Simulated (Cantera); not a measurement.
An adiabatic, constant-volume homogeneous reactor starts with CO : H2 : CH4 : O2 : N2 = 1 : 0.81 : 0.25 : 0.878 : 3.3 (molar parts), equivalence ratio 1.6, at 1823 K and 975 Torr. Integrator tolerance rtol = 1e-08.

Computed with Cantera and GRI-Mech 3.0 (53 species, 325 reactions). Above 3000 K some thermodynamic fits are extrapolated.

What does this change do: pressure from 975 Torr to 293 Torr?


```tsv
quantity	before	after
time of steepest temperature rise	10.7 µs	34.5 µs
temperature at 10.0 s	3051 K	2920 K
equilibrium temperature	3051 K	2920 K
x(CO) at 10.0 s	0.151 (gas-phase equilibrium 0.151)	0.152 (gas-phase equilibrium 0.152)
x(H2) at 10.0 s	0.0522 (gas-phase equilibrium 0.0522)	0.0533 (gas-phase equilibrium 0.0533)
x(CH4) at 10.0 s	<1e-12 (gas-phase equilibrium <1e-12)	<1e-12 (gas-phase equilibrium <1e-12)
x(HCO) at 10.0 s	6.82e-7 (gas-phase equilibrium 6.82e-7)	2.84e-7 (gas-phase equilibrium 2.84e-7)
x(CH2O) at 10.0 s	6.90e-9 (gas-phase equilibrium 6.90e-9)	2.03e-9 (gas-phase equilibrium 2.03e-9)
x(CH2CO) at 10.0 s	<1e-12 (gas-phase equilibrium <1e-12)	<1e-12 (gas-phase equilibrium <1e-12)
```
